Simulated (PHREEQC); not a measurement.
Model water analysis in mg/kgw, 71 °C, pH 8.38, pe 9.7:

```tsv
constituent	mg/kgw
Na	11.9
K	37.5
Ca	3.81
Mg	5.19
Cl	17.4
S(6) as SO4	23.7
Alkalinity as HCO3	69.5
Pb	0.0589
```

Valence states are taken as typed.

Equilibrium calculation in PHREEQC: ion-association model, phreeqc.dat.

### Question
The ionic strength comes out as 0.00255 mol/kgw. What activity coefficients do HCO3-, Mg+2, CaHCO3+, K+, MgHCO3+ get?

### Answer
HCO3- 0.94, Mg+2 0.79, CaHCO3+ 0.94, K+ 0.94, MgHCO3+ 0.94.

This is a speciation only: nothing precipitates in the calculation. Examples of supersaturated solids here: Pb(OH)2. Others may be too. Away from 25 °C the constants follow the database's enthalpies or fits; those with neither stay at their 25 °C values.
